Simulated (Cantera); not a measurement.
# Reactions in the system H-O-Sr

Source: NASA polynomial tables (part measured, part estimated), evaluated in Cantera. Values are per mole of reaction as written; species without (g) are pure solids or liquids, kept so even where they would boil at 1 bar.

H₂O₂(g) + 2 H(g) + 2 SrO → 2 Sr(OH)₂

```
T (K)  ΔH° (kJ)  ΔS° (J/K)  ΔG° (kJ)  log10 K    condensed phases
-----  --------  ---------  --------  -------  ------------------
300     -1053.5     -381.0    -939.1   163.51  SrO(s), Sr(OH)₂(s)
1750     -912.8     -239.7    -493.3    14.72  SrO(s), Sr(OH)₂(l)
1775     -910.9     -238.6    -487.4    14.34  SrO(s), Sr(OH)₂(l)
1800     -908.9     -237.5    -481.4    13.97  SrO(s), Sr(OH)₂(l)
1825     -907.0     -236.4    -475.5    13.61  SrO(s), Sr(OH)₂(l)
1850     -905.0     -235.4    -469.6    13.26  SrO(s), Sr(OH)₂(l)
```
